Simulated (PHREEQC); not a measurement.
Metal-bearing waste water: an equilibrium model

A solution holds 0.0043 mol/kgw FeSO4, 1.2e-05 mol/kgw H3AsO4, 0.23 mol/kgw HCl and 0.00026 mol/kgw Na2SO4, at 25 °C. Closed to the air; pH follows from the charge balance.

Computed with PHREEQC (ion-association model, wateq4f.dat).

Each row changes one thing in this solution. This is a speciation only: nothing precipitates in the calculation.

```json
[
 {"case": "as made", "pH": "0.75", "HSO4- (mol/kgw)": "0.00389", "SO4-2 (mol/kgw)": "0.000586", "H2AsO4- (mol/kgw)": "4.62e-7"},
 {"case": "FeSO4 from 0.0043 to 0.00086 mol/kgw", "pH": "0.74", "HSO4- (mol/kgw)": "?", "SO4-2 (mol/kgw)": "?", "H2AsO4- (mol/kgw)": "4.54e-7"},
 {"case": "FeSO4 left out", "pH": "0.74", "HSO4- (mol/kgw)": "0.000227", "SO4-2 (mol/kgw)": "?", "H2AsO4- (mol/kgw)": "4.52e-7"},
 {"case": "Na2SO4 replaced by ZnSO4 at the same molality", "pH": "0.75", "HSO4- (mol/kgw)": "0.00389", "SO4-2 (mol/kgw)": "0.000586", "H2AsO4- (mol/kgw)": "4.62e-7"},
 {"case": "temperature from 25 to 50 °C", "pH": "0.75", "HSO4- (mol/kgw)": "0.00412", "SO4-2 (mol/kgw)": "?", "H2AsO4- (mol/kgw)": "?"}
]
```

What belongs in the gaps?


- FeSO4 from 0.0043 to 0.00086 mol/kgw, HSO4- (mol/kgw): 0.000972
- FeSO4 from 0.0043 to 0.00086 mol/kgw, SO4-2 (mol/kgw): 0.000143
- FeSO4 left out, SO4-2 (mol/kgw): 3.32e-5
- temperature from 25 to 50 °C, SO4-2 (mol/kgw): 0.000360
- temperature from 25 to 50 °C, H2AsO4- (mol/kgw): 3.82e-7

Constants without temperature data keep their 25 °C values here.
